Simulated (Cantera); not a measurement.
Source: NASA polynomial tables (part measured, part estimated), evaluated in Cantera. Values are per mole of reaction as written; species without (g) are pure solids or liquids, kept so even where they would boil at 1 bar. TaC: taken at fixed stoichiometry.

3 CO2(g) + 3 TaO2(g) = 3 TaC + 4 O3(g), with ΔH° = 1918.0 kJ and ΔS° = -398.8 J/K at 300 K.

Problem. How far is the shortcut ΔG° ≈ ΔH°(300 K) − T·ΔS°(300 K) from the full temperature-dependent value at 1800, 1900, 2000, 2100, 2200, 2300, 2400, 2500 K?

Solution. 
| T (K) | shortcut (kJ) | full (kJ) | difference (kJ) | difference in log10 K |
|---|---|---|---|---|
| 1800 | 2635.9 | 2568.5 | 67.4 | -1.96 |
| 1900 | 2675.8 | 2600.4 | 75.4 | -2.07 |
| 2000 | 2715.7 | 2631.9 | 83.8 | -2.19 |
| 2100 | 2755.5 | 2662.9 | 92.7 | -2.30 |
| 2200 | 2795.4 | 2693.4 | 102.1 | -2.42 |
| 2300 | 2835.3 | 2723.3 | 112.0 | -2.54 |
| 2400 | 2875.2 | 2752.7 | 122.5 | -2.67 |
| 2500 | 2915.1 | 2781.5 | 133.6 | -2.79 |
The shortcut ignores the heat-capacity change of the reaction.
